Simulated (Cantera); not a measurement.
A closed system holds: 1 mol CuO, a varied amount of H2, held at 19.0 mbar.

Equilibrium computed with Cantera from the NASA thermochemical tables; the gas is ideal and each condensed phase is pure. Candidate condensed phases: Cu, CuO, Cu(OH)2, Cu2O, H2O; 12 gas species. The numbers say what is thermodynamically allowed, not how fast it happens.

Stable condensed phases, one row left out:

```
T in K \ n(H2) in mol
          31 140 240 350 460 560 670 780
   2025    A   A   A   A   A   A   A   A
   1950    A   A   A   A   A   A   A   A
   1800    B   A   A   A   A   A   A   A
   1725    B   A   A   A   A   A   A   A
   1650    B   B   A   A   A   A   A   A
   1575    B   B   B   B   B   B   B   A
   1500    B   B   B   B   B   B   B   B
   1425    B   B   B   B   B   B   B   B
   1350    B   B   B   B   B   B   B   B
   1275    B   B   B   B   B   B   B   B
   1200    B   B   B   B   B   B   B   B
   1125    B   B   B   B   B   B   B   B
   1050    B   B   B   B   B   B   B   B
```

A: gas only; B: Cu.

Question: Give the row for 1875 K.

Answer: 31: gas only; 140: gas only; 240: gas only; 350: gas only; 460: gas only; 560: gas only; 670: gas only; 780: gas only.
